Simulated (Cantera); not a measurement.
**Silicon oxide and oxynitride deposition: SiCl4 + H2O + N2**

A closed system holds: 1 mol SiCl4, 12 mol H2O, 4.8 mol N2, equilibrated at 2.60 mbar.

Equilibrium computed with Cantera from the NASA thermochemical tables; the gas is ideal and each condensed phase is pure. Candidate condensed phases: H2O, NH4Cl, Si, SiO2, Si2N2O, Si3N4; 47 gas species. The tables hold silica as quartz up to 1696 K and as liquid above; real silica turns to tridymite and cristobalite and melts near 1996 K. Equilibrium is a limit: real reactors are often held back by kinetics, nucleation or transport.

From 975 K to 1500 K the condensed part is SiO2(β-quartz).

```csv
T (K),x H2O,x N2,x HCl,x Cl,n SiO2(β-quartz)
975,0.532,0.255,0.213,3.14e-6,1.00
1050,0.532,0.255,0.213,1.16e-5,1.00
1125,0.532,0.255,0.213,3.54e-5,1.00
1200,0.532,0.255,0.213,9.28e-5,1.00
1275,0.532,0.255,0.213,0.000216,1.00
1350,0.532,0.255,0.212,0.000456,1.00
1425,0.531,0.255,0.212,0.000887,1.00
1500,0.531,0.255,0.211,0.00161,1.00
```
x: gas mole fraction; n: condensed amount in mol.
